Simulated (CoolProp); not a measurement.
Vapour-liquid equilibrium of R125 (1) + dimethyl ether (2) at 340 kPa; x and y are mole fractions of (1).

Computed with CoolProp (multi-fluid Helmholtz-energy mixture model, Lemmon 2005 and Wu 2011; pair parameters Bell 2016).

```json
[
 {"x": "0.05", "bubble temperature, mixture model (K)": "279.5", "bubble temperature, Raoult's law (K)": "278.2", "y, mixture model": "0.072", "y, Raoult's law": "0.115"},
 {"x": "0.15", "bubble temperature, mixture model (K)": "277.9", "bubble temperature, Raoult's law (K)": "274.3", "y, mixture model": "0.214", "y, Raoult's law": "0.307"},
 {"x": "0.25", "bubble temperature, mixture model (K)": "275.9", "bubble temperature, Raoult's law (K)": "270.8", "y, mixture model": "0.356", "y, Raoult's law": "0.458"},
 {"x": "0.35", "bubble temperature, mixture model (K)": "273.6", "bubble temperature, Raoult's law (K)": "267.8", "y, mixture model": "0.494", "y, Raoult's law": "0.580"},
 {"x": "0.45", "bubble temperature, mixture model (K)": "270.9", "bubble temperature, Raoult's law (K)": "265.0", "y, mixture model": "0.623", "y, Raoult's law": "0.679"},
 {"x": "0.55", "bubble temperature, mixture model (K)": "267.8", "bubble temperature, Raoult's law (K)": "262.4", "y, mixture model": "0.738", "y, Raoult's law": "0.762"},
 {"x": "0.65", "bubble temperature, mixture model (K)": "264.5", "bubble temperature, Raoult's law (K)": "260.1", "y, mixture model": "0.833", "y, Raoult's law": "0.831"},
 {"x": "0.75", "bubble temperature, mixture model (K)": "261.0", "bubble temperature, Raoult's law (K)": "258.0", "y, mixture model": "0.906", "y, Raoult's law": "0.889"},
 {"x": "0.85", "bubble temperature, mixture model (K)": "257.7", "bubble temperature, Raoult's law (K)": "256.0", "y, mixture model": "0.957", "y, Raoult's law": "0.938"},
 {"x": "0.95", "bubble temperature, mixture model (K)": "254.7", "bubble temperature, Raoult's law (K)": "254.2", "y, mixture model": "0.989", "y, Raoult's law": "0.981"}
]
```

The largest gap from Raoult's law is +5.9 K in bubble temperature, at x = 0.45. No azeotrope shows between x = 0.05 and 0.95.

The pair parameters rest on a limited set of measurements; away from them the model extrapolates.
